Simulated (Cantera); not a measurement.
Input (Python, Cantera) and output of one run.

```python
import numpy as np
import cantera as ct

gas_names = """
    H H2 N NH NH2 NH3 N2 N2H2 N2H4 Ni
""".split()
cond_names = """
    Ni(cr) Ni(L)
""".split()


# ... load() reads the species with a 1 bar reference pressure and builds the phases ...
atoms = {
    'Ni': {'Ni': 1},
    'NH3': {'N': 1, 'H': 3},
    'H2': {'H': 2},
}
top_T = {}  # K; cautious upper limits of use, not melting points


# ... equilibrate(T, P, feed) seeds the gas with the atoms and calls Mixture.equilibrate('TP', solver="vcs", rtol=1e-11, max_steps=5000) ...
results = []
feed = {'Ni': 1, 'NH3': 0.75, 'H2': 3.2}  # mol
P = 140000  # Pa
for T in [1423, 1473, 1523, 1573, 1623, 1673, 1723, 1773, 1823, 1873, 1923]:
    mix = equilibrate(T, P, feed)
    results.append((T, P, feed, dict(zip(mix.species_names, mix.species_moles))))

top = {s: max(r[3][s] / sum(r[3][g] for g in gas_names) for r in results) for s in gas_names}
cols = sorted((s for s in top if top[s] > 0.001), key=lambda s: -top[s])[:6]
seen = [c for c in cond_names if any(r[3].get(c, 0) > 1e-12 for r in results)]
print("log10 of partial pressures in bar; condensed amounts in mol")
print(f"{'T/K':>10s}" + "".join(f"{s[:9]:>10s}" for s in cols + seen))
for T, P, feed, n in results:
    ng = sum(n[g] for g in gas_names)
    print(f"{T:10.4g}" + "".join(f"{np.log10(max(n[s] / ng * P / 1e5, 1e-99)):10.3f}" for s in cols)
          + "".join(f"{n.get(c, 0):10.4g}" for c in seen))
```

Result:

```
log10 of partial pressures in bar; condensed amounts in mol
       T/K        H2        N2    Ni(cr)     Ni(L)
      1423     0.110    -0.952         1         0
      1473     0.110    -0.952         1         0
      1523     0.110    -0.952         1         0
      1573     0.110    -0.952         1         0
      1623     0.110    -0.952         1         0
      1673     0.110    -0.952         1         0
      1723     0.110    -0.952         1         0
      1773     0.110    -0.952         0         1
      1823     0.110    -0.952         0    0.9999
      1873     0.110    -0.952         0    0.9999
      1923     0.110    -0.952         0    0.9998
```

Cantera equilibrium calculation (NASA polynomials, part measured and part estimated; ideal gas, pure solids and liquids).
